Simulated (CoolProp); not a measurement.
Vapour-liquid equilibrium of propylene (1) + R22 (2) at 305.7 K; x and y are mole fractions of (1).

Values from CoolProp's multi-fluid Helmholtz-energy mixture model, Lemmon 2013 and Kamei 1995; pair parameters Bell 2016.

```json
[
 {"x": "0.05", "bubble pressure, mixture model (MPa)": "1.299", "bubble pressure, Raoult's law (MPa)": "1.279", "y, mixture model": "0.064", "y, Raoult's law": "0.054"},
 {"x": "0.2", "bubble pressure, mixture model (MPa)": "1.361", "bubble pressure, Raoult's law (MPa)": "1.296", "y, mixture model": "0.233", "y, Raoult's law": "0.214"},
 {"x": "0.35", "bubble pressure, mixture model (MPa)": "1.404", "bubble pressure, Raoult's law (MPa)": "1.313", "y, mixture model": "0.380", "y, Raoult's law": "0.370"},
 {"x": "0.5", "bubble pressure, mixture model (MPa)": "1.429", "bubble pressure, Raoult's law (MPa)": "1.330", "y, mixture model": "0.516", "y, Raoult's law": "0.521"},
 {"x": "0.65", "bubble pressure, mixture model (MPa)": "1.437", "bubble pressure, Raoult's law (MPa)": "1.347", "y, mixture model": "0.650", "y, Raoult's law": "0.669"},
 {"x": "0.8", "bubble pressure, mixture model (MPa)": "1.428", "bubble pressure, Raoult's law (MPa)": "1.364", "y, mixture model": "0.790", "y, Raoult's law": "0.813"},
 {"x": "0.95", "bubble pressure, mixture model (MPa)": "1.401", "bubble pressure, Raoult's law (MPa)": "1.381", "y, mixture model": "0.944", "y, Raoult's law": "0.954"}
]
```

The largest gap from Raoult's law is +7.4 % in bubble pressure, at x = 0.5. y crosses x between x = 0.65 and 0.8: the model has an azeotrope there.

Pair parameters are fitted to limited data, so mixtures are less certain than the pure fluids.
